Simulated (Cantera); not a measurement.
# Chemical vapour transport: B + H2O + H2

Feed: 1 mol B, 0.044 mol H2O, 0.15 mol H2, equilibrated at 1200 °C and 82.5 Torr.

Method: chemical equilibrium by Gibbs-energy minimisation in Cantera with the NASA 1993 tables (ideal gas, pure condensed phases). Candidate condensed phases: B, B2O3, B3O3H3, H2O; 23 gas species. Mutual solubility and eutectic melting of coexisting phases are not modelled. Equilibrium is a limit: real reactors are often held back by kinetics, nucleation or transport.

* **x(H2)**: 0.989
* **x(HBO)**: 0.00797
* **x(B3O3H3)**: 0.00226
* **x(B2O2)**: 0.000516
* **x(HBO2)**: 0.000188
* **x(B2O3)**: 0.000113
* **x(H)**: 3.80e-5
* **x(H2O)**: 1.07e-5
* **x(BO)**: 8.31e-6
* **n(B(s))**: 0.970 mol
* **n(B2O3(l))**: 0.0136 mol
* **gas amount**: 0.1947 mol
* **log10 activity of B3O3H3(s) (absent)**: -7.56
